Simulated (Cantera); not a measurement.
Feed: 1 mol Pb, 0.54 mol H₂, at 30.0 Pa.

Equilibrium computed with Cantera from the NASA thermochemical tables; the gas is ideal and each condensed phase is pure. Candidate condensed phases: Pb; 4 gas species. Kinetics and transport are ignored.

Task: Which condensed phases are stable at each of these points (T (°C)): 575, 650, 725, 800, 875, 950, 1025, 1100, 1175?

Result: 
```
T (°C)  condensed phases  Pb condensed (%)
------  ----------------  ----------------
575                Pb(l)              99.9
650                Pb(l)              99.5
725                Pb(l)              97.1
800                Pb(l)              82.6
875             gas only               0.0
950             gas only               0.0
1025            gas only               0.0
1100            gas only               0.0
1175            gas only               0.0
```

From 575 °C to 800 °C the condensed part is Pb(l). From 875 °C to 1175 °C nothing is condensed.
